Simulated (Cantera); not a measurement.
Gas-phase reforming

An isothermal, constant-pressure homogeneous reactor starts with CH4 : H2O = 1 : 2.7 (molar parts), at 1623 K and 101000 Pa.

Cantera simulation using GRI-Mech 3.0 (53 species, 325 reactions); the numbers are that mechanism's predictions, not measurements.

```tsv
t (s)	x CH4	x H2O	x CH2CO	x C2H4	x HCO	x C2H6	x C2H
2.00e-6	0.270	0.730	<1e-12	1.98e-10	<1e-12	1.70e-9	<1e-12
8.29e-6	0.270	0.730	<1e-12	2.11e-8	<1e-12	1.28e-7	<1e-12
3.44e-5	0.270	0.730	<1e-12	1.53e-6	1.70e-12	7.91e-6	<1e-12
0.000143	0.269	0.730	3.77e-11	5.38e-5	1.11e-10	0.000188	<1e-12
0.000591	0.265	0.729	2.20e-8	0.000878	1.87e-9	0.000987	3.68e-11
0.00245	0.244	0.719	4.37e-6	0.00576	5.90e-9	0.00134	2.22e-9
0.0102	0.185	0.681	3.98e-5	0.00414	3.51e-9	0.000538	1.45e-8
0.0421	0.102	0.620	6.49e-5	0.00200	1.99e-9	0.000129	2.81e-8
0.175	0.0452	0.537	5.58e-5	0.00204	1.84e-9	2.28e-5	3.04e-8
0.724	0.0285	0.421	2.17e-5	0.00145	3.70e-9	7.34e-6	1.51e-8
3.00	0.0143	0.318	3.49e-6	0.000391	6.54e-9	1.57e-6	3.03e-9
```
x: mole fraction; the columns are a selection and need not sum to one.

Equilibrium at this temperature and pressure: CH4 1.04e-7, H2O 0.274, CH2CO 1.33e-12, C2H4 <1e-12, HCO 8.03e-9, C2H6 <1e-12, C2H <1e-12 (gas phase only).
